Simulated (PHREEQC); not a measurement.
Solution (25 °C): 28 mmol/kgw HF, 32 mmol/kgw (CH3)4NF and 0.42 mmol/kgw H4SiO4. Closed to the air; pH follows from the charge balance.

The numbers come from PHREEQC with the ion-association model, phreeqc.dat.

| Item | Result |
|---|---|
| pH | 3.20 |
| ionic strength | 0.0331 mol/kgw |
| total alkalinity | -28.0 meq/kg |

```
species   molality  activity   log γ
--------  --------  --------  ------
(CH3)4N+    0.0320    0.0269  -0.075
F-          0.0293    0.0245  -0.077
HF          0.0230    0.0232   0.003
HF2-       0.00259   0.00218  -0.073
H+        0.000724  0.000630  -0.060
SiF6-2    0.000420  0.000217  -0.286
```

No solid was allowed to form. (CH3)4N+ isn't in the database: it is added as a free cation with an ion size of 4 Å. SiF6-2 is the database's only silicon fluoride.
